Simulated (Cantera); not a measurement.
Boron, boron nitride and boron oxide: borazine + O2 + N2 + H2O

Input: 1 mol borazine, 1.9 mol O2, 16 mol N2, 1.2 mol H2O, at 0.105 Torr.

These are equilibrium values from Cantera (NASA tables, ideal gas, pure condensed phases), not measurements of a reactor. Candidate condensed phases: B, BN, B2O3, B3O3H3, H2O; 39 gas species. The feed counts by its element totals alone. Kinetics and transport are ignored.

| T (°C) | x N2 | x H | x H2 | x BO | x HBO2 | x O | x B2O3 | x BO2 | x H2O |
|---|---|---|---|---|---|---|---|---|---|
| 1625 | 0.740 | 0.0242 | 0.135 | 0.0117 | 0.0460 | 1.17e-5 | 0.0318 | 0.000821 | 0.00587 |
| 1675 | 0.735 | 0.0341 | 0.127 | 0.0157 | 0.0463 | 3.40e-5 | 0.0291 | 0.00136 | 0.00707 |
| 1725 | 0.728 | 0.0466 | 0.118 | 0.0203 | 0.0460 | 9.59e-5 | 0.0261 | 0.00218 | 0.00846 |
| 1775 | 0.720 | 0.0620 | 0.107 | 0.0255 | 0.0450 | 0.000261 | 0.0229 | 0.00342 | 0.00994 |
| 1825 | 0.709 | 0.0803 | 0.0954 | 0.0310 | 0.0429 | 0.000680 | 0.0197 | 0.00517 | 0.0113 |
| 1875 | 0.697 | 0.101 | 0.0826 | 0.0370 | 0.0394 | 0.00167 | 0.0165 | 0.00749 | 0.0123 |
| 1925 | 0.682 | 0.124 | 0.0697 | 0.0437 | 0.0343 | 0.00380 | 0.0133 | 0.0102 | 0.0123 |
| 1975 | 0.665 | 0.149 | 0.0574 | 0.0513 | 0.0277 | 0.00778 | 0.0102 | 0.0129 | 0.0112 |
| 2025 | 0.646 | 0.174 | 0.0460 | 0.0600 | 0.0202 | 0.0140 | 0.00718 | 0.0148 | 0.00897 |
| 2075 | 0.627 | 0.197 | 0.0357 | 0.0691 | 0.0131 | 0.0223 | 0.00458 | 0.0150 | 0.00627 |
| 2125 | 0.609 | 0.218 | 0.0267 | 0.0775 | 0.00748 | 0.0313 | 0.00258 | 0.0134 | 0.00384 |
| 2175 | 0.595 | 0.234 | 0.0193 | 0.0842 | 0.00381 | 0.0399 | 0.00130 | 0.0108 | 0.00210 |
x: gas mole fraction; nothing condenses.

From 1625 °C to 2175 °C nothing is condensed. The main B-bearing gas is B2O3 at 1625 °C and BO at 2175 °C.
